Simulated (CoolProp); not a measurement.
Vapour-liquid equilibrium of n-hexane (1) + benzene (2) at 0.0114 MPa; x and y are mole fractions of (1).

Computed with CoolProp (multi-fluid Helmholtz-energy mixture model, Thol 2019 and Thol 2012; pair parameters Bell 2016).

```
x      bubble temperature (K)  y at the bubble point  dew temperature at overall composition x (K)  liquid density (mol/L)
-----  ----------------------  ---------------------  --------------------------------------------  ----------------------
0.05                    293.8                  0.135                                           [?]                     [?]
0.125                   291.6                  0.274                                           [?]                   10.66
0.2                     290.1                  0.372                                         292.8                   10.35
0.275                   289.0                  0.446                                         291.6                   10.04
0.35                    288.2                  0.506                                         290.4                   9.751
0.425                   287.5                  0.560                                         289.3                   9.473
0.5                     287.0                  0.610                                         288.2                   9.208
0.575                   286.6                  0.659                                         287.3                   8.956
0.65                    286.2                  0.708                                         286.6                   8.716
0.725                   285.9                  0.761                                         286.1                     [?]
0.8                     285.8                  0.818                                         285.8                   8.268
0.875                   285.7                  0.880                                         285.7                   8.058
0.95                    285.6                  0.949                                         285.6                   7.858
```

Q: What belongs in the gaps?

A: 
- 0.05, dew temperature at overall composition x (K): 295.1
- 0.05, liquid density (mol/L): 10.99
- 0.125, dew temperature at overall composition x (K): 294.0
- 0.725, liquid density (mol/L): 8.487

y crosses x between x = 0.875 and 0.95: the model has an azeotrope there.

Pair parameters are fitted to limited data, so mixtures are less certain than the pure fluids.
